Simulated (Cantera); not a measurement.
Feed: 1 mol CH3Cl, 0.63 mol Si, 0.41 mol H2, equilibrated at 1398.15 K and 37.0 mbar.

Cantera equilibrium calculation (NASA polynomials, part measured and part estimated; ideal gas, pure solids and liquids). Candidate condensed phases: C, C6H6, C7H8, C8H18, Si, SiC; 109 gas species. The tables' values for SiCl3 are old estimates; treat these amounts as uncertain. Rates play no part.

Base state: H2 0.601, HCl 0.389, SiCl4 0.00357, SiCl2 0.00353, SiCl3 0.00172, SiHCl3 0.000388, CH4 5.84e-5, H 1.91e-5 (mole fractions); condensed: C(graphite) + SiC(s).

Question: What changes in the equilibrium state with this change: temperature from 1398.15 K to 1900 K?

Answer: 
| species | before | after |
|---|---|---|
| H2 | 0.601 | 0.606 |
| HCl | 0.389 | 0.366 |
| SiCl2 | 0.00353 | 0.0222 |
| Si | <1e-9 | 1.27e-5 |
| SiCl | 1.80e-8 | 5.65e-5 |
| C(graphite), mol | 0.392 | 0.424 |
| SiC(s), mol | 0.608 | 0.574 |
The tables' values for SiCl3, SiCl are old estimates; treat these amounts as uncertain.

Question: What changes in the equilibrium state with this change: pressure from 37.0 mbar to 4.60 Pa?

Answer: 
```json
[
 {"species": "H2", "before": "0.601", "after": "0.589"},
 {"species": "HCl", "before": "0.389", "after": "0.406"},
 {"species": "SiCl2", "before": "0.00353", "after": "0.00393"},
 {"species": "SiCl4", "before": "0.00357", "after": "5.50e-6"},
 {"species": "CH4", "before": "5.84e-5", "after": "6.96e-8"},
 {"species": "SiHCl3", "before": "0.000388", "after": "5.60e-7"},
 {"species": "Cl", "before": "1.02e-5", "after": "0.000305"},
 {"species": "H", "before": "1.91e-5", "after": "0.000536"},
 {"species": "C(graphite), mol", "before": "0.392", "after": "0.380"},
 {"species": "SiC(s), mol", "before": "0.608", "after": "0.620"}
]
```

Question: What changes in the equilibrium state with this change: temperature from 1398.15 K to 1898.15 K?

Answer: 
| species | before | after |
|---|---|---|
| H2 | 0.601 | 0.606 |
| HCl | 0.389 | 0.366 |
| SiCl2 | 0.00353 | 0.0221 |
| Si | <1e-9 | 1.23e-5 |
| SiCl | 1.80e-8 | 5.53e-5 |
| H | 1.91e-5 | 0.00317 |
| C2H2 (acetylene) | 1.48e-6 | 0.000228 |
| C(graphite), mol | 0.392 | 0.424 |
| SiC(s), mol | 0.608 | 0.575 |
The tables' values for SiCl3, SiCl are old estimates; treat these amounts as uncertain.
